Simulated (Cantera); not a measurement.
Feed: 1 mol B2H6, 2.7 mol H2O, 26 mol N2, at 11.0 Pa.

These are equilibrium values from Cantera (NASA tables, ideal gas, pure condensed phases), not measurements of a reactor. Candidate condensed phases: B, BN, B2O3, B3O3H3, H2O; 39 gas species. The feed counts by its element totals alone. Kinetics and transport are ignored. All values below are at 1923 K.

Base state: N2 0.773, H2 0.143, H 0.0340, BO 0.0226, HBO2 0.0101, B2O3 0.00940, HBO 0.00608, H2O 0.00100 (mole fractions); condensed: gas only.

Q: What changes in the equilibrium state with this change: H2O from 2.7 to 5.4 mol?

A: 
```
species    before    after
-------  --------  -------
N2          0.773    0.720
H2          0.143    0.148
H2O       0.00100   0.0444
HBO2       0.0101   0.0436
BO         0.0226  0.00223
H          0.0340   0.0346
O2        1.11e-8  2.02e-5
B2O2     0.000793  7.76e-6
```
